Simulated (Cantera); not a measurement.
A perfectly stirred reactor is fed with C2H6 : N2 = 1 : 150 (molar parts), at 315 Torr; it is held at 1173 K, and followed from long to short residence time.

Cantera simulation using GRI-Mech 3.0 (53 species, 325 reactions); the numbers are that mechanism's predictions, not measurements. GRI-Mech 3.0 stops at C3 and has no aromatics, soot or wall deposition, so with more carbon than oxygen in the feed, carbon stays in small species such as C2H2 where larger ones or solid carbon would form.

Task: What does this change do: temperature 1173 to 1898 K?

Result: 
```tsv
quantity	before	after
x(C2H6) at τ = 4.00 s	0.000168	3.34e-8
x(C2H) at τ = 4.00 s	4.37e-11	8.13e-7
x(CH3) at τ = 4.00 s	1.04e-6	1.62e-5
x(CH2) at τ = 4.00 s	3.35e-11	2.13e-7
x(CH4) at τ = 4.00 s	0.000725	7.26e-5
x(C2H6) at τ = 0.200 s	0.00162	6.46e-7
x(C2H) at τ = 0.200 s	3.42e-11	1.07e-6
x(CH3) at τ = 0.200 s	3.80e-6	7.28e-5
x(CH2) at τ = 0.200 s	3.00e-10	1.07e-6
x(CH4) at τ = 0.200 s	0.000481	0.000268
```

Task: What does this change do: N2 150 to 1000 parts?

Result: 
```csv
quantity,before,after
x(C2H6) at τ = 4.00 s,0.000168,4.16e-5
x(C2H) at τ = 4.00 s,4.37e-11,2.51e-11
x(CH3) at τ = 4.00 s,1.04e-6,5.57e-7
x(CH2) at τ = 4.00 s,3.35e-11,6.87e-11
x(CH4) at τ = 4.00 s,0.000725,9.67e-5
x(C2H6) at τ = 0.200 s,0.00162,0.000364
x(C2H) at τ = 0.200 s,3.42e-11,1.43e-11
x(CH3) at τ = 0.200 s,3.80e-6,1.94e-6
x(CH2) at τ = 0.200 s,3.00e-10,5.64e-10
x(CH4) at τ = 0.200 s,0.000481,4.43e-5
```

Task: What does this change do: pressure from 315 Torr to 0.293 Torr?

Result: 
```tsv
quantity	before	after
x(C2H6) at τ = 4.00 s	0.000168	0.00493
x(C2H) at τ = 4.00 s	4.37e-11	4.06e-11
x(CH3) at τ = 4.00 s	1.04e-6	0.000122
x(CH2) at τ = 4.00 s	3.35e-11	4.08e-8
x(CH4) at τ = 4.00 s	0.000725	0.000240
x(C2H6) at τ = 0.200 s	0.00162	0.00661
x(C2H) at τ = 0.200 s	3.42e-11	<1e-12
x(CH3) at τ = 0.200 s	3.80e-6	1.10e-5
x(CH2) at τ = 0.200 s	3.00e-10	4.31e-10
x(CH4) at τ = 0.200 s	0.000481	8.83e-7
```
Radical loss at walls, strong at low pressure, is not modelled.
